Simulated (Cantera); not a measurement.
Feed: 1 mol c-C4F8, 1 mol F2, 0.2 mol H2, equilibrated at 1.00 Torr.

Equilibrium computed with Cantera from the NASA thermochemical tables; the gas is ideal and each condensed phase is pure. Candidate condensed phases: C, C6H6, C7H8, C8H18; 95 gas species. The feed counts by its element totals alone. Gases not in the tables: C2F6 and larger saturated fluorocarbons. Rates play no part.

Q: What share of the C ends up in condensed phases as a function of T (°C), at 1850, 1900, 1950, 2000, 2050, 2100, 2150, 2200, 2250, 2300, 2350, 2400?

A: 
| T (°C) | C condensed (%) | as |
|---|---|---|
| 1850 | 27.1 | C(graphite) |
| 1900 | 27.2 | C(graphite) |
| 1950 | 30.9 | C(graphite) |
| 2000 | 37.5 | C(graphite) |
| 2050 | 45.7 | C(graphite) |
| 2100 | 53.9 | C(graphite) |
| 2150 | 61.3 | C(graphite) |
| 2200 | 67.4 | C(graphite) |
| 2250 | 72.1 | C(graphite) |
| 2300 | 75.1 | C(graphite) |
| 2350 | 76.5 | C(graphite) |
| 2400 | 75.9 | C(graphite) |
